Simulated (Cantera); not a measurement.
Charge: 1 mol Si3N4, 0.0067 mol O2, 470 mol H2, equilibrated at 100000 Pa.

Method: chemical equilibrium by Gibbs-energy minimisation in Cantera with the NASA 1993 tables (ideal gas, pure condensed phases). Candidate condensed phases: H2O, Si, SiO2, Si2N2O, Si3N4; 35 gas species. Mutual solubility and eutectic melting of coexisting phases are not modelled. Gases not in the tables: Si2H6 and higher silanes. Equilibrium is a limit: real reactors are often held back by kinetics, nucleation or transport.

Task: Which condensed phases are stable at each of these points (T (K)): 900, 1000, 1100, 1200, 1300, 1400, 1500, 1600, 1700, 1800, 1900, 2000, 2100, 2200?

Result: 
```tsv
T (K)	condensed phases	Si condensed (%)
900	Si2N2O(s) + Si3N4(s)	100.0
1000	Si2N2O(s) + Si3N4(s)	100.0
1100	Si2N2O(s) + Si3N4(s)	100.0
1200	Si2N2O(s) + Si3N4(s)	100.0
1300	Si2N2O(s) + Si3N4(s)	100.0
1400	Si2N2O(s) + Si3N4(s)	100.0
1500	Si(s) + Si2N2O(s) + Si3N4(s)	99.9
1600	Si(s) + Si2N2O(s) + Si3N4(s)	99.8
1700	Si(l) + Si3N4(s)	99.3
1800	Si(l)	99.0
1900	Si(l)	98.2
2000	Si(l)	96.7
2100	Si(l)	93.3
2200	Si(l)	86.0
```

From 900 K to 1400 K the condensed part is Si2N2O(s) + Si3N4(s). From 1500 K to 1600 K the condensed part is Si(s) + Si2N2O(s) + Si3N4(s). At 1700 K the condensed part is Si(l) + Si3N4(s). From 1800 K to 2200 K the condensed part is Si(l).
